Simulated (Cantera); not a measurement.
Feed: 1 mol LiOH, 3.9 mol H₂, held at 1973.15 K.

These are equilibrium values from Cantera (NASA tables, ideal gas, pure condensed phases), not measurements of a reactor. Candidate condensed phases: H₂O, Li, LiH, LiOH, Li₂O; 17 gas species. The numbers say what is thermodynamically allowed, not how fast it happens.

Question: Which condensed phases are stable at each of these points (P (Pa)): 10, 68, 460, 3200, 22000, 150000, 1000000?

Answer: 
```csv
P (Pa),condensed phases,Li condensed (%)
10,gas only,0.0
68,gas only,0.0
460,gas only,0.0
3200,gas only,0.0
22000,gas only,0.0
150000,Li₂O(l),11.5
1000000,Li₂O(l),66.4
```

From 0.0750 Torr to 165 Torr nothing is condensed. From 1130 Torr to 7500 Torr the condensed part is Li₂O(l).
